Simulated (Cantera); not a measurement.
Input: 1 mol Si, 0.53 mol HCl, 1.3 mol H2, equilibrated at 5.20 bar.

Cantera equilibrium calculation (NASA polynomials, part measured and part estimated; ideal gas, pure solids and liquids). Candidate condensed phases: Si; 19 gas species. The tables' values for SiCl3 are old estimates; treat these amounts as uncertain. Equilibrium is a limit: real reactors are often held back by kinetics, nucleation or transport.

At 1498 K, list the 5 most abundant gas species with their mole fractions, and the condensed phases.

H2 0.843, HCl 0.0789, SiCl2 0.0237, SiHCl3 0.0203, SiCl4 0.0185. Condensed: Si(s).
